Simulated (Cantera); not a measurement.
A perfectly stirred reactor is fed with H2 : O2 : N2 = 0.61 : 1 : 6.7 (molar parts), equivalence ratio 0.30, at 750 Torr; it is held at 1350 K, and followed from long to short residence time.

Detailed kinetics in Cantera: GRI-Mech 3.0 (53 species, 325 reactions). The temperature is held fixed by assumption; the heat of reaction is taken as removed at once.

What does this change do: H2 0.61 to 1.4 parts?


```json
[
 {"quantity": "x(H2) at τ = 7.80 s", "before": "6.89e-6", "after": "1.80e-5"},
 {"quantity": "x(O2) at τ = 7.80 s", "before": "0.0868", "after": "0.0357"},
 {"quantity": "x(H2O2) at τ = 7.80 s", "before": "3.48e-8", "after": "6.46e-8"},
 {"quantity": "x(OH) at τ = 7.80 s", "before": "6.67e-5", "after": "9.09e-5"},
 {"quantity": "x(H2O) at τ = 7.80 s", "before": "0.0762", "after": "0.167"},
 {"quantity": "x(H2) at τ = 37.0 ms", "before": "0.000236", "after": "0.000630"},
 {"quantity": "x(O2) at τ = 37.0 ms", "before": "0.0867", "after": "0.0358"},
 {"quantity": "x(H2O2) at τ = 37.0 ms", "before": "4.79e-7", "after": "8.61e-7"},
 {"quantity": "x(OH) at τ = 37.0 ms", "before": "0.000387", "after": "0.000532"},
 {"quantity": "x(H2O) at τ = 37.0 ms", "before": "0.0757", "after": "0.166"}
]
```
